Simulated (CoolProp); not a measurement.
A closed Brayton cycle with dry air: compressor inlet 321.15 K and 0.42 MPa, high pressure 1.21 MPa, turbine inlet 840 K, compressor efficiency 0.89, turbine efficiency 0.85, recuperator effectiveness 0.8 (on enthalpy, no pinch check). Each further row changes one setting.

Values from CoolProp's reference Helmholtz-energy equation of state, Lemmon 2000. It is a pseudo-pure fit of the blend.

```tsv
case	thermal efficiency (%)	net work (kJ/kg)	compressor to turbine work	compressor exit (K)	turbine exit (K)
as stated	26.2	61.7	0.67	447.8	665.9
turbine inlet 790 K	23.3	50.2	0.72	447.8	624.8
compressor inlet 331.15 K	24.8	57.7	0.70	461.6	665.9
high pressure 1.03 MPa	26.5	58.2	0.65	426.1	689.7
recuperator effectiveness 0.5	20.3	61.7	0.67	447.8	665.9
```
